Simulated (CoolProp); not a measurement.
Sulfur hexafluoride at 537.81 K and 9.88 MPa is throttled through a valve to 6.42 MPa with no heat exchange. Each further row changes one setting.

The numbers come from the reference Helmholtz-energy equation of state, Guder 2009 in CoolProp.

```csv
case,temperature change (K),final phase,final density (kg/m³)
as stated,(withheld),supercritical,(withheld)
outlet pressure 1.93 MPa,(withheld),(withheld),(withheld)
outlet pressure 8.35 MPa,-2.6,supercritical,(withheld)
```

**Question.** Fill in the missing entries.

**Answer.** 
- as stated, temperature change (K): -6.1
- as stated, final density (kg/m³): 226
- outlet pressure 1.93 MPa, temperature change (K): -15.4
- outlet pressure 1.93 MPa, final phase: gas
- outlet pressure 1.93 MPa, final density (kg/m³): 66.5
- outlet pressure 8.35 MPa, final density (kg/m³): 294
